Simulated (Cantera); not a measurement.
A perfectly stirred reactor is fed with C₂H₆ : N₂ = 1 : 4.2 (molar parts), at 10.00 Torr; it is held at 1950 K, and followed from long to short residence time.

Cantera simulation using GRI-Mech 3.0 (53 species, 325 reactions); the numbers are that mechanism's predictions, not measurements. GRI-Mech 3.0 stops at C3 and has no aromatics, soot or wall deposition, so with more carbon than oxygen in the feed, carbon stays in small species such as C2H2 where larger ones or solid carbon would form. Radical loss at walls, strong at low pressure, is not modelled.

x: mole fraction; the columns are a selection and need not sum to one.

| τ (s) | x C₂H₆ | x C₂H₄ | x C₂H₂ | x C₂H | x CH₄ |
|---|---|---|---|---|---|
| 17 | 4.61e-7 | 7.25e-6 | 0.136 | … | 0.000702 |
| 6.1 | 1.38e-6 | 1.32e-5 | 0.137 | … | 0.00141 |
| 2.2 | 4.10e-6 | 3.09e-5 | 0.137 | 2.72e-5 | 0.00274 |
| 0.81 | 1.16e-5 | 7.97e-5 | 0.136 | 2.55e-5 | 0.00495 |
| 0.30 | 3.18e-5 | 0.000209 | 0.134 | 2.51e-5 | 0.00839 |
| 0.11 | 8.67e-5 | 0.000539 | 0.132 | 2.56e-5 | 0.0135 |
| 0.040 | 0.000235 | 0.00135 | 0.127 | 2.71e-5 | 0.0208 |
| 0.015 | 0.000611 | 0.00314 | 0.120 | 2.91e-5 | 0.0300 |
| 0.0053 | 0.00167 | 0.00726 | 0.109 | 3.15e-5 | 0.0410 |
| 0.0019 | 0.00452 | 0.0154 | 0.0910 | 3.28e-5 | 0.0504 |
| 0.00071 | 0.0117 | 0.0280 | 0.0660 | … | 0.0527 |

Task: Complete the blanks.

Result: 
- 17, x C₂H: 3.39e-5
- 6.1, x C₂H: 3.02e-5
- 0.00071, x C₂H: 3.01e-5
